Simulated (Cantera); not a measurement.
Iron carbonyl, mercury and lead vapours: Hg + H₂

Input: 1 mol Hg, 7.3 mol H₂, held at 327 °C and 1.00 bar.

Method: chemical equilibrium by Gibbs-energy minimisation in Cantera with the NASA 1993 tables (ideal gas, pure condensed phases). Candidate condensed phases: Hg; 3 gas species. Rates play no part.

The x(H₂) comes out as 0.880. The x(Hg) comes out as 0.120, the gas amount is 8.300 mol and the log10 activity of Hg(l) (absent) is -0.67.
